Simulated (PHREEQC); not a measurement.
A solution holds 0.04 mol NH3, 2.5e-05 mol H4SiO4 and 0.004 mol K3PO4 per kg of water, at 25 °C. Closed to the air; pH follows from the charge balance.

Equilibrium calculation in PHREEQC: ion-association model, phreeqc.dat.

Each row changes one thing in this solution. Precipitation was switched off in this run.

```tsv
case	pH	ionic strength (mol/kgw)	NH4+ (mol/kgw)	H3SiO4- (mol/kgw)	H2SiO4-2 (mol/kgw)	H4SiO4 (mol/kgw)	SI of Quartz (SiO2)
as made	11.47	0.0178	0.000273	2.38e-5	6.95e-7	4.77e-7	-2.34
K3PO4 replaced by KBr at the same molality	…	0.00491	0.000912	2.31e-5	1.59e-7	1.78e-6	-1.77
H4SiO4 from 2.5e-05 to 3.75e-05 mol/kgw	11.47	0.0178	0.000274	3.57e-5	1.04e-6	7.18e-7	-2.16
0.0017 mol/kgw H3PO4 added	10.95	0.0193	0.000892	2.33e-5	2.08e-7	1.53e-6	-1.83
diluted 10-fold with water	10.70	0.00176	0.000142	2.21e-6	8.58e-9	2.86e-7	-2.56
H4SiO4 replaced by (NH4)2SiF6 at the same molality	…	0.0178	0.000283	2.38e-5	6.72e-7	4.94e-7	-2.32
```

### Question
Complete the blanks.

### Answer

- K3PO4 replaced by KBr at the same molality, pH: 10.91
- H4SiO4 replaced by (NH4)2SiF6 at the same molality, pH: 11.46

Complexes and solids missing from the database can't appear. SiF6-2 is the database's only silicon fluoride.
